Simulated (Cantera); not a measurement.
## Ammonia decomposition in nitride growth gas

An isothermal, constant-pressure homogeneous reactor starts with NH3 : H2 = 1 : 1.3 (molar parts), at 2325 K and 0.987 atm.

Computed with Cantera and the gas-phase N/H chemistry of the illustrative SiF4/NH3 mechanism in the Surface Chemkin manual (1991). Walls and surfaces, which speed up NH3 decomposition in real reactors, are not modelled.

| t (s) | x NH3 | x H2 | x NH2 | x NH | x H | x N2H4 | x N2H2 |
|---|---|---|---|---|---|---|---|
| 0.000600 | 0.307 | 0.646 | 0.00211 | 8.68e-5 | 0.00141 | 2.17e-7 | 6.51e-6 |
| 0.00175 | 0.167 | 0.737 | 0.00140 | 7.27e-5 | 0.00194 | 9.49e-8 | 3.16e-6 |
| 0.00508 | 0.0345 | 0.822 | 0.000484 | 4.41e-5 | 0.00362 | 1.13e-8 | 5.54e-7 |
| 0.0148 | 0.000649 | 0.839 | 2.42e-5 | 6.02e-6 | 0.00983 | 2.83e-11 | 3.04e-9 |
| 0.0431 | 8.49e-5 | 0.839 | 3.27e-6 | 8.39e-7 | 0.0101 | <1e-12 | 5.88e-11 |
| 0.125 | 2.40e-5 | 0.839 | 9.25e-7 | 2.38e-7 | 0.0101 | <1e-12 | 6.64e-12 |
| 0.365 | 8.31e-6 | 0.839 | 3.20e-7 | 8.23e-8 | 0.0101 | <1e-12 | 2.64e-12 |
| 1.06 | 4.22e-6 | 0.839 | 1.62e-7 | 4.18e-8 | 0.0101 | <1e-12 | 2.24e-12 |
| 3.09 | 3.79e-6 | 0.839 | 1.46e-7 | 3.75e-8 | 0.0101 | <1e-12 | 2.21e-12 |
| 9.00 | 3.79e-6 | 0.839 | 1.46e-7 | 3.75e-8 | 0.0101 | <1e-12 | 2.21e-12 |
x: mole fraction; the columns are a selection and need not sum to one.

Equilibrium at this temperature and pressure: NH3 3.79e-6, H2 0.839, NH2 1.46e-7, NH 3.75e-8, H 0.0101, N2H4 <1e-12, N2H2 2.21e-12 (gas phase only).
